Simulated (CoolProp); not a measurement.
Values from CoolProp's reference Helmholtz-energy equation of state, Lemmon 2006. It is a short technical equation, of lower accuracy than the large ones.

Problem. Give the vapour pressure (MPa), vapour density (kg/m³), enthalpy of vaporisation (kJ/kg) of saturated isohexane at 73.45, 86.65 °C.

Solution. 
| T (°C) | p (MPa) | vapour density (kg/m³) | enthalpy of vaporisation (kJ/kg) |
|---|---|---|---|
| 73.45 | 0.152 | 4.84 | 313 |
| 86.65 | 0.219 | 6.88 | 303 |
